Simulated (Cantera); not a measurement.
Feed: 1 mol Si₃N₄, 0.14 mol Si, 0.047 mol H₂, held at 750 Torr.

Equilibrium computed with Cantera from the NASA thermochemical tables; the gas is ideal and each condensed phase is pure. Candidate condensed phases: Si, Si₃N₄; 18 gas species. The tables' values for SiN are old estimates; treat these amounts as uncertain. Gases not in the tables: Si₂H₆ and higher silanes. Kinetics and transport are ignored.

x: gas mole fraction; n: condensed amount in mol.

| T (°C) | x N₂ | x Si | x H₂ | x H | x SiN | x Si₂ | n Si(l) |
|---|---|---|---|---|---|---|---|
| 2050 | 0.975 | 0.00114 | 0.0221 | 0.00162 | 0.000151 | 2.29e-5 | 3.14 |
| 2100 | 0.974 | 0.00174 | 0.0218 | 0.00206 | 0.000212 | 3.81e-5 | 3.13 |
| 2150 | 0.973 | ___ | 0.0215 | ___ | 0.000293 | ___ | 3.13 |
| 2200 | 0.971 | 0.00387 | 0.0211 | 0.00324 | 0.000400 | 9.92e-5 | 3.13 |
| 2250 | 0.968 | ___ | 0.0206 | ___ | 0.000539 | ___ | 3.12 |
| 2300 | 0.965 | 0.00807 | 0.0201 | 0.00487 | 0.000717 | 0.000239 | 3.12 |
| 2350 | 0.961 | 0.0114 | 0.0195 | 0.00587 | 0.000944 | 0.000362 | 3.11 |
| 2400 | 0.955 | 0.0159 | 0.0187 | 0.00701 | 0.00123 | 0.000538 | 3.10 |
| 2450 | 0.948 | 0.0219 | 0.0178 | 0.00827 | 0.00158 | 0.000789 | 3.08 |
| 2500 | 0.938 | 0.0298 | 0.0169 | 0.00965 | 0.00201 | 0.00114 | 3.06 |
| 2550 | 0.926 | 0.0402 | 0.0158 | 0.0111 | 0.00253 | 0.00163 | 3.03 |
| 2600 | 0.910 | 0.0535 | 0.0145 | 0.0127 | 0.00316 | 0.00229 | 2.99 |
| 2650 | 0.890 | 0.0706 | 0.0132 | 0.0142 | 0.00390 | 0.00319 | 2.94 |
| 2700 | 0.866 | 0.0923 | 0.0118 | 0.0158 | 0.00477 | 0.00438 | 2.87 |

Problem. Complete the blanks.

Solution. 
- 2250, x Si: 0.00563
- 2250, x H: 0.00399
- 2250, x Si₂: 0.000155
- 2150, x Si: 0.00262
- 2150, x H: 0.00260
- 2150, x Si₂: 6.22e-5
